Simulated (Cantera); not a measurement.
Mixture: CH4 : C2H6 : O2 : N2 = 1 : 0.089 : 3.35 : 19 (molar parts), at 1.01 bar, adiabatic and at constant pressure. Ignition delay is the time to a rise of 400 K.

Cantera simulation using GRI-Mech 3.0 (53 species, 325 reactions); the numbers are that mechanism's predictions, not measurements. Where the delays flatten at high temperature, the 400 K rule measures the pace of heat release, not the induction time.

Task: Predict: delay at 1200 K; delay at 1400 K; delay at 1600 K; delay at 1800 K; delay at 2000 K.

Result: 
| Property | Result |
|---|---|
| delay at 1200 K | 7.67 ms |
| delay at 1400 K | 0.901 ms |
| delay at 1600 K | 0.155 ms |
| delay at 1800 K | 47.0 µs |
| delay at 2000 K | 22.1 µs |
